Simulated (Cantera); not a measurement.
An isothermal, constant-pressure homogeneous reactor starts with NO : N₂ = 1 : 0.18 (molar parts), at 1950 K and 1.01 bar.

Detailed kinetics in Cantera: GRI-Mech 3.0 (53 species, 325 reactions).

x: mole fraction; the columns are a selection and need not sum to one.

| t (s) | x NO | x N₂O | x O₂ | x O | x N₂ | x NO₂ |
|---|---|---|---|---|---|---|
| 6.00e-6 | 0.847 | (withheld) | 9.27e-9 | 2.80e-6 | 0.153 | 7.13e-7 |
| 2.04e-5 | 0.847 | (withheld) | 8.56e-8 | 6.27e-6 | 0.153 | 5.83e-6 |
| 6.96e-5 | 0.847 | (withheld) | 7.53e-7 | 1.10e-5 | 0.153 | 3.14e-5 |
| 0.000237 | 0.847 | (withheld) | 1.03e-5 | 2.39e-5 | 0.153 | 0.000125 |
| 0.000808 | 0.846 | (withheld) | 0.000182 | 4.91e-5 | 0.153 | 0.000325 |
| 0.00275 | 0.844 | 0.000324 | 0.00133 | 5.86e-5 | 0.154 | 0.000398 |
| 0.00938 | 0.836 | 0.000319 | 0.00545 | 6.56e-5 | 0.158 | 0.000448 |
| 0.0320 | 0.808 | 0.000295 | 0.0192 | 8.42e-5 | 0.172 | 0.000573 |
| 0.109 | 0.722 | (withheld) | 0.0620 | 0.000125 | 0.215 | 0.000787 |
| 0.371 | 0.510 | (withheld) | 0.168 | 0.000191 | 0.321 | 0.000872 |
| 1.26 | 0.209 | (withheld) | 0.319 | 0.000257 | 0.472 | 0.000487 |
| 4.31 | 0.0407 | (withheld) | 0.403 | 0.000287 | 0.556 | 0.000107 |
| 14.7 | 0.00989 | 4.02e-7 | 0.419 | 0.000292 | 0.571 | 2.64e-5 |
| 50.0 | 0.00804 | 3.90e-7 | 0.419 | 0.000292 | 0.572 | 2.15e-5 |

Complete the blanks.


- 6.00e-6, x N₂O: 3.48e-6
- 2.04e-5, x N₂O: 1.17e-5
- 6.96e-5, x N₂O: 3.82e-5
- 0.000237, x N₂O: 0.000113
- 0.000808, x N₂O: 0.000251
- 0.109, x N₂O: 0.000230
- 0.371, x N₂O: 0.000111
- 1.26, x N₂O: 1.83e-5
- 4.31, x N₂O: 1.02e-6
